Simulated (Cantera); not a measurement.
Charge: 1 mol CH3Cl, 0.16 mol H2, at 2950 K and 0.375 Torr.

Method: chemical equilibrium by Gibbs-energy minimisation in Cantera with the NASA 1993 tables (ideal gas, pure condensed phases). Candidate condensed phases: C, C6H6, C7H8, C8H18; 91 gas species. The numbers say what is thermodynamically allowed, not how fast it happens.

Base state: H 0.677, Cl 0.208, C3 0.0520, C 0.0327, H2 0.0126, C2 0.00999, HCl 0.00565, C2H 0.00159 (mole fractions); condensed: gas only.

What changes in the equilibrium state with this change: temperature from 2950 K to 2775 K?


| species | before | after |
|---|---|---|
| H | 0.677 | 0.665 |
| Cl | 0.208 | 0.213 |
| C3 | 0.0520 | 0.0463 |
| H2 | 0.0126 | 0.0394 |
| C | 0.0327 | 0.0100 |
| HCl | 0.00565 | 0.0182 |
| C4H2 | 1.13e-6 | 1.54e-5 |
| C2H2 (acetylene) | 0.000185 | 0.00121 |
| C2 | 0.00999 | 0.00450 |
| C(graphite), mol | 0 | 0.274 |

What changes in the equilibrium state with this change: pressure from 0.375 Torr to 7.50 Torr?


```csv
species,before,after
H,0.677,0.528
Cl,0.208,0.199
H2,0.0126,0.153
HCl,0.00565,0.0841
C,0.0327,0.00312
C3,0.0520,0.0181
C4H2,1.13e-6,0.000184
C2HCl,1.76e-6,9.58e-5
C2H2 (vinylidene),5.18e-7,2.30e-5
C2H2 (acetylene),0.000185,0.00820
"C(graphite), mol",0,0.684
```
The tables' values for CCl are old estimates; treat these amounts as uncertain.
